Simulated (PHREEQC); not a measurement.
Consider water at 20 °C with 0.0023 mol/kgw NiSO4, 0.00044 mol/kgw H3BO3 and 0.00024 mol/kgw H2SO4. Closed to the air; pH follows from the charge balance.

Model: ion-association model, wateq4f.dat, run in PHREEQC.

This is a speciation only: nothing precipitates in the calculation.

Order these S species by the share of S that they hold, largest first: SO4-2, NiSO4, HSO4-.

SO4-2 (84 %), NiSO4 (14 %), HSO4- (2.2 %)

The pH is 3.41 and the ionic strength 0.00836 mol/kgw. Complexes and solids missing from the database can't appear.
